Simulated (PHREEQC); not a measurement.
PHREEQC input (ion-association model, wateq4f.dat):

```
SOLUTION_MASTER_SPECIES
  An  An-  0  An  62.0  # stands for a non-complexing anion
SOLUTION_SPECIES
  An- = An-
    -log_k 0
    -gamma 3.0 0
  PO4-3 + 3H+ = H3PO4  # constants of phreeqc.dat
    -log_k 21.721
    -delta_h -10.1 kJ
PHASES
  Fix_H+
    H+ = H+
    -log_k 0
SOLUTION 1
  temp 25
  units mmol/kgw
  pH 7 charge
  S(6) 0.24
  Na 1.491
  P 0.011
  An 1
END
SELECTED_OUTPUT 1
  -reset false
  -pH true
  -pe true
  -ionic_strength true
  -water true
  -totals Na P S S(-2) S(6)
  -molalities Hfo_wOH Hfo_wOH2+ Hfo_wO- Hfo_sOH Hfo_sOH2+ Hfo_sO- Hfo_wH2PO4 Hfo_wHPO4- Hfo_wPO4-2 Hfo_wSO4-
    Hfo_wOHSO4-2
  -saturation_indices Mirabilite
USER_PUNCH 1
  -headings sigma psi
  10 PUNCH EDL("sigma", "Hfo"), EDL("psi", "Hfo")
PRINT
  -reset false
USE solution 1
SURFACE 1
  Hfo_wOH 0.000159551 600 0.071
  Hfo_sOH 3.98876e-06
EQUILIBRIUM_PHASES 1
  Fix_H+ -4 HAn 10
    -force_equality true
  O2(g) -0.68 10
END
# ... the last block is repeated for the other 16 points of pH, with NaOH or the acid as the point needs
```

Selected output (columns that matter, 17 of 17 rows; pH added in front):

```
pH	mu	Na	P	S	m_Hfo_wOH	m_Hfo_wOH2+	m_Hfo_wO-	m_Hfo_sOH	m_Hfo_sOH2+	m_Hfo_sO-	m_Hfo_wH2PO4	si_Mirabilite	sigma	psi
4	0.0017671	0.001491	7.7431e-08	0.00017158	1.7636e-06	7.8444e-05	9.0834e-10	8.7704e-08	3.901e-06	4.5171e-11	7.0149e-06	-8.4324	0.015954	0.097125
4.38	0.0017103	0.001491	5.6382e-08	0.00017517	3.991e-06	7.9786e-05	4.5732e-09	1.9e-07	3.7985e-06	2.1773e-10	4.8564e-06	-8.4195	0.015088	0.095191
4.75	0.0016907	0.001491	3.8204e-08	0.00018056	8.4504e-06	8.0682e-05	2.0276e-08	3.7808e-07	3.6098e-06	9.0716e-10	2.9761e-06	-8.4048	0.014135	0.092289
5.12	0.0016874	0.001491	2.5559e-08	0.00018801	1.6675e-05	7.9835e-05	7.9788e-08	6.8861e-07	3.2969e-06	3.2949e-09	1.6695e-06	-8.3868	0.012959	0.088135
5.5	0.0016919	0.001491	1.7868e-08	0.00019755	3.0383e-05	7.5461e-05	2.8024e-07	1.142e-06	2.8363e-06	1.0533e-08	8.7561e-07	-8.3653	0.011538	0.082517
5.88	0.0017002	0.001491	1.382e-08	0.00020825	4.9284e-05	6.6693e-05	8.3431e-07	1.6829e-06	2.2774e-06	2.8489e-08	4.4429e-07	-8.3427	0.0099866	0.075638
6.25	0.0017095	0.001491	1.233e-08	0.00021873	7.0138e-05	5.5113e-05	2.0448e-06	2.1977e-06	1.7269e-06	6.4073e-08	2.251e-07	-8.3217	0.0084105	0.067716
6.62	0.001718	0.001491	1.3527e-08	0.00022809	8.9084e-05	4.3385e-05	4.1904e-06	2.6001e-06	1.2663e-06	1.2231e-07	1.162e-07	-8.3038	0.0067504	0.058118
7	0.0017244	0.001491	2.1339e-08	0.00023515	0.00010239	3.4343e-05	6.9927e-06	2.8416e-06	9.5313e-07	1.9407e-07	6.6483e-08	-8.2908	0.0048628	0.045219
7.38	0.0017274	0.001491	5.542e-08	0.00023868	0.0001085	2.9709e-05	9.0768e-06	2.9383e-06	8.046e-07	2.4582e-07	4.819e-08	-8.2844	0.0027854	0.027952
7.75	0.0017281	0.001491	2.0395e-07	0.00023971	0.00011054	2.7895e-05	1.0035e-05	2.9697e-06	7.4942e-07	2.6959e-07	4.169e-08	-8.2825	0.00077807	0.008163
8.12	0.0017285	0.001491	8.3525e-07	0.00023994	0.00011195	2.6569e-05	1.0807e-05	2.9904e-06	7.0969e-07	2.8866e-07	3.5526e-08	-8.2821	-0.0011638	-0.012147
8.5	0.0017301	0.001491	2.9037e-06	0.00023999	0.00011477	2.4206e-05	1.2466e-05	3.0229e-06	6.3755e-07	3.2834e-07	2.3304e-08	-8.2821	-0.0031933	-0.031595
8.88	0.0017453	0.0015032	6.4565e-06	0.00024	0.0001187	2.075e-05	1.5555e-05	3.0545e-06	5.3396e-07	4.0029e-07	9.5396e-09	-8.2756	-0.0054511	-0.049252
9.25	0.0017654	0.001521	9.3565e-06	0.00024	0.00012121	1.7937e-05	1.8763e-05	3.0617e-06	4.5308e-07	4.7397e-07	2.5916e-09	-8.266	-0.0083837	-0.066859
9.62	0.0017952	0.0015506	1.0589e-05	0.00024	0.00012192	1.6208e-05	2.101e-05	3.0559e-06	4.0626e-07	5.266e-07	5.3774e-10	-8.2503	-0.012784	-0.085993
10	0.001859	0.0016156	1.0914e-05	0.00024	0.0001217	1.4734e-05	2.303e-05	3.0442e-06	3.6854e-07	5.7605e-07	9.5708e-11	-8.2167	-0.019608	-0.10607
```

H3PO4, which wateq4f.dat lacks, is added to it with the constant of phreeqc.dat.
